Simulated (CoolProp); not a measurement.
Vapour pressure (MPa) of hydrogen chloride: the reference equation beside estimates from Tc = 324.7 K, pc = 8.314 MPa, ω = 0.130. Clausius-Clapeyron is anchored at 229.1 K with a constant enthalpy of vaporisation of 14.33 kJ/mol.

Computed with CoolProp (reference Helmholtz-energy equation of state, Thol 2018).

```csv
T (K),reference,Lee-Kesler,Clausius-Clapeyron,van der Waals,Redlich-Kwong,Soave-Redlich-Kwong,Peng-Robinson
204.8,[?],0.2336,0.2708,0.9582,0.2825,0.2337,0.2367
212.9,0.3452,0.3403,0.3729,1.184,[?],0.3402,0.3426
221,[?],0.4809,0.5016,1.442,0.5713,0.4806,0.4816
229.1,0.6608,0.6612,0.6608,1.736,0.7774,0.6611,0.6599
237.2,0.8828,0.8876,0.8543,2.065,1.032,0.8885,0.8840
245.3,1.156,1.166,1.086,2.433,1.341,1.170,1.161
253.3,1.484,1.500,1.356,2.835,1.705,1.507,1.493
261.4,1.881,1.903,1.674,3.282,2.139,1.916,1.897
269.5,2.351,[?],2.040,3.771,2.642,2.401,2.375
277.6,2.903,2.936,2.459,4.304,3.221,2.969,2.937
285.7,3.546,3.582,2.932,4.882,3.881,3.627,3.591
293.8,4.291,4.327,3.462,5.505,4.624,4.384,4.345
301.8,5.138,5.171,4.044,6.165,5.447,5.236,5.198
```

Problem. Fill in the missing entries.

Solution. 
- 204.8, reference: 0.2394
- 212.9, Redlich-Kwong: 0.4083
- 221, reference: 0.4837
- 269.5, Lee-Kesler: 2.379

Absolute difference from the reference over all 13 rows, mean and median: Lee-Kesler 1.0 and 1.0 %, Clausius-Clapeyron 10.8 and 11.0 %, van der Waals 116.0 and 91.0 %, Redlich-Kwong 13.9 and 14.9 %, Soave-Redlich-Kwong 1.6 and 1.9 %, Peng-Robinson 0.8 and 0.9 %.
